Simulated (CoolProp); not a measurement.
Model: reference Helmholtz-energy equation of state, Thol 2018, in CoolProp.

Problem. For hydrogen chloride, give the phase and the density (kg/m³), cv (kJ/(kg K)), fugacity coefficient at -26.85 °C and 27.2 MPa; -8.05 °C and 27.2 MPa.

Solution. 
- -26.85 °C and 27.2 MPa: liquid; density 1080, cv 0.940, fugacity coefficient 0.0592
- -8.05 °C and 27.2 MPa: liquid; density 1040, cv 0.913, fugacity coefficient 0.0955
